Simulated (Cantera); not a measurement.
An adiabatic, constant-volume homogeneous reactor starts with CO : H2 : CH4 : O2 : N2 = 1 : 0.33 : 0.034 : 0.991 : 3.72 (molar parts), at 1123 K and 1.01 bar.

Detailed kinetics in Cantera: GRI-Mech 3.0 (53 species, 325 reactions).

Q: Predict: time of steepest temperature rise; temperature at 10.0 s; equilibrium temperature; x(CO) at 10.0 s; x(H2) at 10.0 s; x(HO2) at 10.0 s; x(NO2) at 10.0 s.

A: 
| Property | Value |
|---|---|
| time of steepest temperature rise | 0.131 ms |
| temperature at 10.0 s | 2722 K |
| equilibrium temperature | 2722 K |
| x(CO) at 10.0 s | 0.0435 (gas-phase equilibrium 0.0435) |
| x(H2) at 10.0 s | 0.00277 (gas-phase equilibrium 0.00277) |
| x(HO2) at 10.0 s | 8.62e-6 (gas-phase equilibrium 8.62e-6) |
| x(NO2) at 10.0 s | 8.65e-6 (gas-phase equilibrium 8.65e-6) |
